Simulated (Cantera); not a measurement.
Input: 1 mol SiO2, 0.89 mol CH4, 0.097 mol CO, equilibrated at 5100 Pa.

Method: chemical equilibrium by Gibbs-energy minimisation in Cantera with the NASA 1993 tables (ideal gas, pure condensed phases). Candidate condensed phases: C, C6H6, C7H8, C8H18, H2O, Si, SiC, SiO2; 123 gas species. The tables hold silica as quartz up to 1696 K and as liquid above; real silica turns to tridymite and cristobalite and melts near 1996 K. Equilibrium is a limit: real reactors are often held back by kinetics, nucleation or transport.

Problem. At 1798 K, list the 6 most abundant gas species with their mole fractions, and the condensed phases.

Solution. H2 0.486, CO 0.270, SiO 0.243, H 0.00109, H2O 8.26e-5, CO2 1.20e-5. Condensed: SiO2(condensed).
